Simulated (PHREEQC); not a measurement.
Make-up at 25 °C: 0.0023 mol/kgw H2SO4, 5.3e-05 mol/kgw MnSO4 and 0.0017 mol/kgw Fe2(SO4)3. Closed to the air; pH follows from the charge balance.

Computed with PHREEQC (ion-association model, phreeqc.dat).

```yaml
pH: 2.44
ionic_strength: 0.0128 mol/kgw
total_alkalinity: -11.4 meq/kg
```

| species | molality | activity | log γ |
|---|---|---|---|
| H+ | 0.00399 | 0.00361 | -0.043 |
| SO4-2 | 0.00355 | 0.00227 | -0.195 |
| FeSO4+ | 0.00269 | 0.00241 | -0.049 |
| HSO4- | 0.000892 | 0.000796 | -0.050 |
| FeOH+2 | 0.000271 | 0.000173 | -0.194 |
| Fe+3 | 0.000237 | 9.69e-5 | -0.389 |
| Fe(SO4)2- | 0.000134 | 0.000119 | -0.050 |
| Mn+2 | 4.20e-5 | 2.72e-5 | -0.189 |
| FeHSO4+2 | 3.68e-5 | 2.33e-5 | -0.199 |
| Fe(OH)2+ | 1.77e-5 | 1.59e-5 | -0.048 |
| MnSO4 | 1.10e-5 | 1.10e-5 | 0.001 |
| Fe2(OH)2+4 | 5.06e-6 | 8.07e-7 | -0.797 |
| Fe3(OH)4+5 | 4.72e-8 | 2.68e-9 | -1.246 |

No solid was allowed to form. Examples of supersaturated solids here: Hematite (slow to form), Goethite (slow to form). Others may be too.
